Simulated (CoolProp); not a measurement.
Vapour-liquid equilibrium of R134a (1) + cyclopropane (2) at 2310 kPa; x and y are mole fractions of (1).

Computed with CoolProp (multi-fluid Helmholtz-energy mixture model, Tillner-Roth 1994 and Polt 1992; pair parameters Bell 2016). This equation is an older, rougher fit; its heat capacities, sound speeds and derivatives of the liquid may be far off and weren't checked against measurements.

Question: Give the bubble temperature and the first vapour's composition at x = 0.125, 0.275, 0.875. Is there an azeotrope?

Answer: x = 0.125: 67.9 °C, y = 0.198; x = 0.275: 63.9 °C, y = 0.340; x = 0.875: 68.5 °C, y = 0.821. y crosses x between x = 0.425 and 0.5: the model has an azeotrope there.

The pair parameters rest on a limited set of measurements; away from them the model extrapolates.
